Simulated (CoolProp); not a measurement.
Model: reference Helmholtz-energy equation of state, Schmidt 1985, in CoolProp.

### Question
Give the vapour pressure (kPa), liquid density (kg/m³), vapour density (kg/m³), vapour viscosity (µPa s) of saturated oxygen at 116.2, 125.7 K.

### Answer
```csv
T (K),p (kPa),liquid density (kg/m³),vapour density (kg/m³),vapour viscosity (µPa s)
116.2,814,998,31.4,9.08
125.7,1400,935,54.2,9.98
```

Viscosity comes from a separate model (Lemmon 2004).
